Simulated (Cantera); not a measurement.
Input (Python, Cantera):

```python
import numpy as np
import cantera as ct

gas = ct.Solution("gri30.yaml")
gas.TPX = 1850, 5700, {'CH4': 0.017, 'H2': 1}
reactor = ct.IdealGasConstPressureReactor(gas, energy="off", clone=False)
net = ct.ReactorNet([reactor])
net.rtol, net.atol = 1e-08, 1e-18
show = ['CH4', 'H2', 'C2H4', 'C2H2', 'C2H6', 'C2H']
times = np.geomspace(7e-05, 200, 14)

steps = ct.SolutionArray(gas, extra=["t"])
rows = []
print(f"{'t/s':>10s}{'T/K':>9s}{'P/Pa':>11s}" + "".join(f"{s:>11s}" for s in show))
for t in times:
    while net.time < t:
        t_next = net.step()
        steps.append(gas.state, t=t_next)
    rows.append([np.interp(t, steps.t, y) for y in (steps.T, steps.P, *steps(*show).X.T)])
    print(f"{t:10.3e}{rows[-1][0]:9.1f}{rows[-1][1]:11.4g}" + "".join(f"{x:11.3e}" for x in rows[-1][2:]))
rate = np.gradient(steps.T, steps.t)
print("integrator steps:", len(steps.t))
if steps.T.max() > steps.T[0] + 200:
    print(f"time of steepest temperature rise: {steps.t[rate.argmax()]:.4e} s")
gas.TPX = 1850, 5700, {'CH4': 0.017, 'H2': 1}
gas.equilibrate("TP")
print(f"equilibrium (TP): T = {gas.T:.1f} K  " + "  ".join(f"{s} {gas[s].X[0]:.3e}" for s in show))
```

Output:

```
       t/s      T/K       P/Pa        CH4         H2       C2H4       C2H2       C2H6        C2H
 7.000e-05   1850.0       5700  1.671e-02  9.833e-01  1.809e-10  9.981e-13  7.920e-11  1.674e-19
 2.196e-04   1850.0       5700  1.670e-02  9.832e-01  5.163e-09  9.758e-11  1.480e-09  5.252e-17
 6.892e-04   1850.0       5700  1.666e-02  9.831e-01  1.474e-07  1.142e-08  1.978e-08  1.938e-14
 2.162e-03   1850.0       5700  1.654e-02  9.828e-01  3.289e-06  1.488e-06  1.763e-07  7.819e-12
 6.785e-03   1850.0       5700  1.603e-02  9.821e-01  2.196e-05  9.618e-05  8.558e-07  1.379e-09
 2.129e-02   1850.0       5700  1.381e-02  9.825e-01  2.786e-05  1.114e-03  1.140e-06  2.436e-08
 6.680e-02   1850.0       5700  9.157e-03  9.848e-01  1.567e-05  3.498e-03  5.312e-07  7.992e-08
 2.096e-01   1850.0       5700  4.297e-03  9.873e-01  8.465e-06  5.995e-03  1.226e-07  1.420e-07
 6.576e-01   1850.0       5700  1.560e-03  9.887e-01  7.312e-06  7.402e-03  1.678e-08  1.795e-07
 2.063e+00   1850.0       5700  5.325e-04  9.893e-01  7.459e-06  7.930e-03  2.103e-09  1.942e-07
 6.474e+00   1850.0       5700  2.385e-04  9.894e-01  7.563e-06  8.081e-03  5.370e-10  1.983e-07
 2.031e+01   1850.0       5700  2.032e-04  9.894e-01  7.577e-06  8.099e-03  4.290e-10  1.988e-07
 6.374e+01   1850.0       5700  2.030e-04  9.894e-01  7.577e-06  8.099e-03  4.286e-10  1.988e-07
 2.000e+02   1850.0       5700  2.030e-04  9.894e-01  7.577e-06  8.099e-03  4.286e-10  1.988e-07
integrator steps: 980
equilibrium (TP): T = 1850.0 K  CH4 2.030e-04  H2 9.894e-01  C2H4 7.577e-06  C2H2 8.099e-03  C2H6 4.286e-10  C2H 1.988e-07
```

Cantera simulation using GRI-Mech 3.0 (53 species, 325 reactions); the numbers are that mechanism's predictions, not measurements. GRI-Mech 3.0 stops at C3 and has no aromatics, soot or wall deposition, so with more carbon than oxygen in the feed, carbon stays in small species such as C2H2 where larger ones or solid carbon would form.
